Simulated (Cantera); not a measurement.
An isothermal, constant-pressure homogeneous reactor starts with H2 : O2 = 0.34 : 1 (molar parts), at 1350 K and 0.0267 bar.

Cantera simulation using the H2/O2 subset of GRI-Mech 3.0, which has no nitrogen chemistry; the numbers are that mechanism's predictions, not measurements. Radical loss at walls, strong at low pressure, is not modelled. The temperature is held fixed by assumption; the heat of reaction is taken as removed at once.

x: mole fraction; the columns are a selection and need not sum to one.

```tsv
t (s)	x H2	x O2	x O	x H2O	x H2O2	x H	x OH
1.00e-5	0.254	0.746	1.04e-8	6.26e-9	2.87e-11	3.90e-8	8.84e-9
6.69e-5	0.254	0.746	7.38e-7	1.78e-6	1.25e-9	1.33e-6	5.44e-7
0.000447	0.0165	0.602	0.0913	0.187	5.90e-7	0.0846	0.0186
0.00299	0.00943	0.651	0.0513	0.239	6.91e-7	0.0345	0.0148
0.0200	(withheld)	0.705	(withheld)	0.287	(withheld)	(withheld)	(withheld)
0.134	(withheld)	0.709	(withheld)	0.290	(withheld)	(withheld)	(withheld)
0.894	1.30e-6	0.709	6.55e-6	0.290	6.73e-9	4.97e-8	0.000182
5.98	4.37e-7	0.709	2.21e-6	0.291	3.18e-9	9.79e-9	0.000106
40.0	4.34e-7	0.709	2.19e-6	0.291	3.17e-9	9.68e-9	0.000105
```

Q: Fill in the missing entries.

A: 
- 0.0200, x H2: 0.000549
- 0.0200, x O: 0.00270
- 0.0200, x H2O2: 3.01e-7
- 0.0200, x H: 0.000415
- 0.0200, x OH: 0.00367
- 0.134, x H2: 1.62e-5
- 0.134, x O: 8.06e-5
- 0.134, x H2O2: 4.14e-8
- 0.134, x H: 2.14e-6
- 0.134, x OH: 0.000638
